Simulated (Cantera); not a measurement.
Cantera run, input and output.

```python
import numpy as np
import cantera as ct

gas = ct.Solution("gri30.yaml")
gas.TPX = 1150, 46000, {'N2O': 1, 'H2': 0.046, 'N2': 0.82}
reactor = ct.IdealGasConstPressureReactor(gas, energy="off", clone=False)
net = ct.ReactorNet([reactor])
net.rtol, net.atol = 1e-08, 1e-18
show = ['N2O', 'H2', 'H2O', 'NO', 'O']
times = np.geomspace(0.001, 70, 14)

steps = ct.SolutionArray(gas, extra=["t"])
rows = []
print(f"{'t/s':>10s}{'T/K':>9s}{'P/Pa':>11s}" + "".join(f"{s:>11s}" for s in show))
for t in times:
    while net.time < t:
        t_next = net.step()
        steps.append(gas.state, t=t_next)
    rows.append([np.interp(t, steps.t, y) for y in (steps.T, steps.P, *steps(*show).X.T)])
    print(f"{t:10.3e}{rows[-1][0]:9.1f}{rows[-1][1]:11.4g}" + "".join(f"{x:11.3e}" for x in rows[-1][2:]))
rate = np.gradient(steps.T, steps.t)
print("integrator steps:", len(steps.t))
if steps.T.max() > steps.T[0] + 200:
    print(f"time of steepest temperature rise: {steps.t[rate.argmax()]:.4e} s")
gas.TPX = 1150, 46000, {'N2O': 1, 'H2': 0.046, 'N2': 0.82}
gas.equilibrate("TP")
print(f"equilibrium (TP): T = {gas.T:.1f} K  " + "  ".join(f"{s} {gas[s].X[0]:.3e}" for s in show))
```

Result:

```
       t/s      T/K       P/Pa        N2O         H2        H2O         NO          O
 1.000e-03   1150.0    4.6e+04  5.344e-01  2.319e-02  1.432e-03  2.285e-05  3.976e-07
 2.359e-03   1150.0    4.6e+04  5.298e-01  1.869e-02  5.904e-03  6.906e-05  5.510e-07
 5.564e-03   1150.0    4.6e+04  5.209e-01  1.002e-02  1.456e-02  1.357e-04  6.290e-07
 1.313e-02   1150.0    4.6e+04  5.131e-01  2.828e-03  2.176e-02  1.979e-04  7.534e-07
 3.096e-02   1150.0    4.6e+04  5.094e-01  4.145e-04  2.418e-02  2.706e-04  8.178e-07
 7.303e-02   1150.0    4.6e+04  5.059e-01  1.790e-05  2.456e-02  4.101e-04  8.077e-07
 1.723e-01   1150.0    4.6e+04  4.986e-01  6.857e-08  2.452e-02  7.687e-04  7.752e-07
 4.063e-01   1150.0    4.6e+04  4.822e-01  2.018e-08  2.436e-02  1.671e-03  7.481e-07
 9.585e-01   1150.0    4.6e+04  4.464e-01  1.692e-08  2.401e-02  3.682e-03  7.208e-07
 2.261e+00   1150.0    4.6e+04  3.746e-01  1.534e-08  2.331e-02  7.652e-03  6.823e-07
 5.333e+00   1150.0    4.6e+04  2.557e-01  1.402e-08  2.214e-02  1.396e-02  6.071e-07
 1.258e+01   1150.0    4.6e+04  1.175e-01  1.116e-08  2.079e-02  2.045e-02  4.452e-07
 2.968e+01   1150.0    4.6e+04  2.798e-02  5.142e-09  1.991e-02  2.331e-02  1.845e-07
 7.000e+01   1150.0    4.6e+04  2.118e-03  7.748e-10  1.965e-02  2.344e-02  2.209e-08
integrator steps: 2306
equilibrium (TP): T = 1150.0 K  N2O 6.290e-09  H2 2.775e-10  H2O 1.963e-02  NO 1.290e-04  O 5.565e-09
```

Model: GRI-Mech 3.0 (53 species, 325 reactions), integrated in Cantera. GRI-Mech 3.0 was tuned for natural gas; its chemistry of N2O as a main component is partial and can be far from experiment. The mechanism lacks the step 2 NO + O2 → 2 NO2, which can matter for NO2 below about 1400 K. The temperature is held fixed by assumption; the heat of reaction is taken as removed at once.
